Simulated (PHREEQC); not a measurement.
Consider water at 35 °C with 0.0048 mol/kgw CsOH, 0.12 mol/kgw NaAlO2 and 0.015 mol/kgw (CH3)4NCl. Closed to the air; pH follows from the charge balance.

Model: ion-association model, wateq4f.dat, run in PHREEQC.

```tsv
quantity	before	after
pH	11.23	10.60
SI of Al(OH)3(a) (Al(OH)3)	-0.79	-0.79
SI of Boehmite (AlOOH)	+1.47	+1.46
```

Problem. Name the change that produced these shifts.
A) diluted 10-fold with water
B) diluted 5-fold with water
C) CsOH from 0.0048 to 0.00432 mol/kgw
D) 0.0018 mol/kgw TMAH added

Solution. B, diluted 5-fold with water

Precipitation was switched off in this run. Some of these states are supersaturated (in Boehmite (slow to form), Gibbsite (slow to form), for instance). (CH3)4N+ isn't in the database: it is added as a free cation with an ion size of 4 Å.
